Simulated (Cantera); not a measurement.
Input: 1 mol CuO, 4.4 mol H₂, equilibrated at 10000 Pa.

These are equilibrium values from Cantera (NASA tables, ideal gas, pure condensed phases), not measurements of a reactor. Candidate condensed phases: Cu, CuO, Cu(OH)₂, Cu₂O, H₂O; 12 gas species. Rates play no part.

Task: Which condensed phases are stable at each of these points (T (°C)): 327, 427, 527, 627, 727, 827, 927, 1027, 1127, 1227, 1327, 1427, 1527, 1627?

Result: 
```json
[
 {"T (°C)": "327", "condensed phases": "Cu(s)", "Cu condensed (%)": "100.0"},
 {"T (°C)": "427", "condensed phases": "Cu(s)", "Cu condensed (%)": "100.0"},
 {"T (°C)": "527", "condensed phases": "Cu(s)", "Cu condensed (%)": "100.0"},
 {"T (°C)": "627", "condensed phases": "Cu(s)", "Cu condensed (%)": "100.0"},
 {"T (°C)": "727", "condensed phases": "Cu(s)", "Cu condensed (%)": "100.0"},
 {"T (°C)": "827", "condensed phases": "Cu(s)", "Cu condensed (%)": "100.0"},
 {"T (°C)": "927", "condensed phases": "Cu(s)", "Cu condensed (%)": "100.0"},
 {"T (°C)": "1027", "condensed phases": "Cu(s)", "Cu condensed (%)": "100.0"},
 {"T (°C)": "1127", "condensed phases": "Cu(l)", "Cu condensed (%)": "100.0"},
 {"T (°C)": "1227", "condensed phases": "Cu(l)", "Cu condensed (%)": "100.0"},
 {"T (°C)": "1327", "condensed phases": "Cu(l)", "Cu condensed (%)": "99.8"},
 {"T (°C)": "1427", "condensed phases": "Cu(l)", "Cu condensed (%)": "99.3"},
 {"T (°C)": "1527", "condensed phases": "Cu(l)", "Cu condensed (%)": "97.6"},
 {"T (°C)": "1627", "condensed phases": "Cu(l)", "Cu condensed (%)": "92.7"}
]
```

From 327 °C to 1027 °C the condensed part is Cu(s). From 1127 °C to 1627 °C the condensed part is Cu(l).
